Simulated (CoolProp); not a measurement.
Saturation properties of neopentane.

Values from CoolProp's reference Helmholtz-energy equation of state, Lemmon 2006. It is a short technical equation, of lower accuracy than the large ones.

```tsv
T (K)	p (MPa)	liquid density (kg/m³)	vapour density (kg/m³)	surface tension (mN/m)
300	0.1818	582.3	5.638	10.8
307.2	0.2268	574.2	6.950	10.1
314.3	0.2789	566.0	8.465	9.38
321.5	0.3404	557.4	10.25	8.70
328.7	0.4115	548.5	12.33	8.03
335.8	0.4919	539.4	14.69	7.38
343	0.5848	529.8	17.45	6.73
350.1	0.6884	520.0	20.57	6.09
357.3	0.8067	509.5	24.22	5.47
364.4	0.9373	498.7	28.35	4.86
371.6	1.085	487.0	33.20	4.25
378.7	1.246	474.8	38.73	3.67
```

It boils at 282.7 K under 1 atm.

Surface tension comes from a separate correlation (Mulero 2014).
